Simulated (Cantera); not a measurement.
A perfectly stirred reactor is fed with CH4 : H2 : O2 : N2 = 1 : 0.074 : 3.18 : 12 (molar parts), equivalence ratio 0.64, at 570 Torr; it is adiabatic with a 423 K inlet, and is followed from long to short residence time, starting on the burning branch (τ in s: 0.086, 0.027, 0.0084, 0.0026, 0.00082, 0.00026, 8e-05, 2.5e-05, 7.8e-06).

Detailed kinetics in Cantera: GRI-Mech 3.0 (53 species, 325 reactions).

Predict: blow-out, bracketed by the residence times tried; x(CH4) at τ = 86.0 ms; x(H2) at τ = 86.0 ms; x(O2) at τ = 86.0 ms; x(HO2) at τ = 86.0 ms; x(C2H4) at τ = 86.0 ms; x(CH4) at τ = 0.820 ms; x(H2) at τ = 0.820 ms; x(O2) at τ = 0.820 ms; x(HO2) at τ = 0.820 ms; x(C2H4) at τ = 0.820 ms.


```json
{
 "blow_out_bracketed_by_the_residence_times_tried": "burning at 0.260 ms, out at 80.0 µs",
 "x(CH4) at τ = 86.0 ms": "1.09e-5",
 "x(H2) at τ = 86.0 ms": "0.000218",
 "x(O2) at τ = 86.0 ms": "0.0703",
 "x(HO2) at τ = 86.0 ms": "1.58e-6",
 "x(C2H4) at τ = 86.0 ms": "1.16e-9",
 "x(CH4) at τ = 0.820 ms": "0.000265",
 "x(H2) at τ = 0.820 ms": "0.00288",
 "x(O2) at τ = 0.820 ms": "0.0742",
 "x(HO2) at τ = 0.820 ms": "1.86e-5",
 "x(C2H4) at τ = 0.820 ms": "6.59e-8"
}
```
